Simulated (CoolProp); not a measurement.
Computed with CoolProp (reference Helmholtz-energy equation of state, Colonna 2008). It is a short technical equation, of lower accuracy than the large ones.

### Question
For dodecamethylcyclohexasiloxane (D6), give the phase and the Z, cp (kJ/(kg K)), Joule-Thomson coefficient (K/MPa) at 535.5 K and 0.225 MPa; 287.4 K and 4.51 MPa.

### Answer
- 535.5 K and 0.225 MPa: liquid; Z 0.0331, cp 2.07, Joule-Thomson coefficient 0.185
- 287.4 K and 4.51 MPa: liquid; Z 0.848, cp 1.56, Joule-Thomson coefficient -0.451
